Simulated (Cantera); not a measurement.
An adiabatic, constant-volume homogeneous reactor starts with CO : H2 : CH4 : O2 : N2 : CO2 = 1 : 1.2 : 0.13 : 1.36 : 5.11 : 0.35 (molar parts), at 1648 K and 9.70 bar. Integrator tolerance rtol = 1e-08.

Cantera simulation using GRI-Mech 3.0 (53 species, 325 reactions); the numbers are that mechanism's predictions, not measurements. Above 3000 K some thermodynamic fits are extrapolated.

Q: What does this change do: pressure from 9.70 bar to 1.00 bar?

A: 
| quantity | before | after |
|---|---|---|
| time of steepest temperature rise | 1.50 µs | 12.4 µs |
| temperature at 5.00 s | 3091 K | 2878 K |
| equilibrium temperature | 3091 K | 2878 K |
| x(CO) at 5.00 s | 0.0708 (gas-phase equilibrium 0.0708) | 0.0811 (gas-phase equilibrium 0.0811) |
| x(H2) at 5.00 s | 0.0131 (gas-phase equilibrium 0.0131) | 0.0169 (gas-phase equilibrium 0.0169) |
| x(CH4) at 5.00 s | <1e-12 (gas-phase equilibrium <1e-12) | <1e-12 (gas-phase equilibrium <1e-12) |
| x(CH2O) at 5.00 s | 6.37e-9 (gas-phase equilibrium 6.37e-9) | 9.10e-10 (gas-phase equilibrium 9.10e-10) |
| x(NO2) at 5.00 s | 1.30e-5 (gas-phase equilibrium 1.30e-5) | 4.51e-6 (gas-phase equilibrium 4.51e-6) |
| x(CH3) at 5.00 s | <1e-12 (gas-phase equilibrium 1.14e-12) | <1e-12 (gas-phase equilibrium <1e-12) |
| x(H) at 5.00 s | 0.00579 (gas-phase equilibrium 0.00579) | 0.0109 (gas-phase equilibrium 0.0109) |

Q: What does this change do: constant pressure in place of constant volume?

A: 
| quantity | before | after |
|---|---|---|
| time of steepest temperature rise | 1.50 µs | 1.55 µs |
| temperature at 5.00 s | 3091 K | 2942 K |
| equilibrium temperature | 3091 K | 2942 K |
| x(CO) at 5.00 s | 0.0708 (gas-phase equilibrium 0.0708) | 0.0624 (gas-phase equilibrium 0.0624) |
| x(H2) at 5.00 s | 0.0131 (gas-phase equilibrium 0.0131) | 0.0114 (gas-phase equilibrium 0.0114) |
| x(CH4) at 5.00 s | <1e-12 (gas-phase equilibrium <1e-12) | <1e-12 (gas-phase equilibrium <1e-12) |
| x(CH2O) at 5.00 s | 6.37e-9 (gas-phase equilibrium 6.37e-9) | 2.78e-9 (gas-phase equilibrium 2.78e-9) |
| x(NO2) at 5.00 s | 1.30e-5 (gas-phase equilibrium 1.30e-5) | 8.44e-6 (gas-phase equilibrium 8.44e-6) |
| x(CH3) at 5.00 s | <1e-12 (gas-phase equilibrium 1.14e-12) | <1e-12 (gas-phase equilibrium <1e-12) |
| x(H) at 5.00 s | 0.00579 (gas-phase equilibrium 0.00579) | 0.00454 (gas-phase equilibrium 0.00454) |
